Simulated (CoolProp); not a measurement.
Vapour-liquid equilibrium of carbon dioxide (1) + CH2F2 (R32) (2) at 542 kPa; x and y are mole fractions of (1).

Computed with CoolProp (multi-fluid Helmholtz-energy mixture model, Span 1996 and Tillner-Roth 1997; pair parameters Bell 2016).

Task: Give the bubble temperature and the first vapour's composition at x = 0.35, 0.65, 0.95. Is there an azeotrope?

Result: x = 0.35: -36.4 °C, y = 0.726; x = 0.65: -47.3 °C, y = 0.904; x = 0.95: -54.5 °C, y = 0.989. No azeotrope shows between x = 0.05 and 0.95.

The pair parameters rest on a limited set of measurements; away from them the model extrapolates. The gap from Raoult's law changes sign with composition, which may be real or a fault of the pair parameters; it wasn't checked against measurements.
